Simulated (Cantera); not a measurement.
# Pyrogenic steam for wet oxidation

An isothermal, constant-pressure homogeneous reactor starts with 16.4 % H2, 17.4 % O2, 66.2 % N2, equivalence ratio 0.47, at 1150 K and 0.132 atm.

Cantera simulation using the H2/O2 subset of GRI-Mech 3.0, which has no nitrogen chemistry; the numbers are that mechanism's predictions, not measurements. The temperature is held fixed by assumption; the heat of reaction is taken as removed at once.

| t (s) | x H2 | x O2 | x O | x H2O | x H | x H2O2 |
|---|---|---|---|---|---|---|
| 0.000200 | 0.164 | 0.174 | 1.42e-6 | 7.93e-6 | 6.30e-6 | 6.17e-10 |
| 0.000386 | 0.143 | 0.165 | 0.00248 | 0.0146 | 0.0111 | 2.18e-7 |
| 0.000746 | 0.0124 | 0.105 | 0.0125 | 0.138 | 0.0375 | 1.19e-6 |
| 0.00144 | 0.00476 | 0.101 | 0.00396 | 0.167 | 0.00710 | 1.68e-6 |
| 0.00278 | 0.00114 | 0.100 | 0.000839 | 0.176 | 0.000653 | 1.53e-6 |
| 0.00537 | 0.000239 | 0.100 | 0.000161 | 0.178 | 5.33e-5 | 8.68e-7 |
| 0.0104 | 5.39e-5 | 0.101 | 3.67e-5 | 0.178 | 5.83e-6 | 4.03e-7 |
| 0.0200 | 1.38e-5 | 0.101 | 1.04e-5 | 0.178 | 8.70e-7 | 1.81e-7 |
| 0.0386 | 4.10e-6 | 0.101 | 3.54e-6 | 0.178 | 1.69e-7 | 8.26e-8 |
| 0.0746 | 1.43e-6 | 0.101 | 1.38e-6 | 0.178 | 4.05e-8 | 3.90e-8 |
| 0.144 | 5.68e-7 | 0.101 | 5.94e-7 | 0.178 | 1.13e-8 | 1.90e-8 |
| 0.278 | 2.47e-7 | 0.101 | 2.72e-7 | 0.178 | 3.48e-9 | 9.48e-9 |
| 0.537 | 1.15e-7 | 0.101 | 1.30e-7 | 0.178 | 1.15e-9 | 4.82e-9 |
| 1.04 | 5.56e-8 | 0.101 | 6.45e-8 | 0.178 | 3.99e-10 | 2.49e-9 |
| 2.00 | 2.81e-8 | 0.101 | 3.29e-8 | 0.178 | 1.46e-10 | 1.31e-9 |
x: mole fraction; the columns are a selection and need not sum to one.

Equilibrium at this temperature and pressure: H2 6.66e-9, O2 0.101, O 7.27e-9, H2O 0.178, H 1.68e-11, H2O2 3.10e-10 (gas phase only).
